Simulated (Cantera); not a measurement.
A freely propagating, adiabatic, planar premixed flame of H2 : O2 : N2 : H2O = 1 : 0.633 : 2.53 : 0.4 (molar parts), equivalence ratio 0.79, unburnt at 625 K and 1.70 bar; mixture-averaged transport, grid criteria slope 0.08 and curve 0.16, no radiation.

Cantera simulation using the H2/O2 subset of GRI-Mech 3.0, which has no nitrogen chemistry; the numbers are that mechanism's predictions, not measurements. Burning velocities carry a grid error of a few per cent, more on coarse grids.

Task: What does this change do: N2 2.53 to 1.9 parts?

Result: 
```csv
quantity,before,after
laminar burning velocity,461 cm/s,635 cm/s
thermal thickness,0.219 mm,0.201 mm
peak x(H2O2),4.17e-5,4.51e-5
peak x(OH),0.0128,0.0190
peak x(H),0.0194,0.0277
```
